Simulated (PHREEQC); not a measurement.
A solution holds 2 mmol/kgw (NH4)2HPO4, at 45 °C. Closed to the air; pH follows from the charge balance.

Model: ion-association model, phreeqc.dat, run in PHREEQC.

This is a speciation only: nothing precipitates in the calculation.

Task: What pH, specific conductance does the model give?

Result: pH 7.71; specific conductance 625 µS/cm.

Task: In which forms is P present?

Result: HPO4-2 82 %, H2PO4- 18 % of the P.

Species that the database lacks are ignored. At this temperature some constants are extrapolated from 25 °C, and those without enthalpy data are left unchanged.
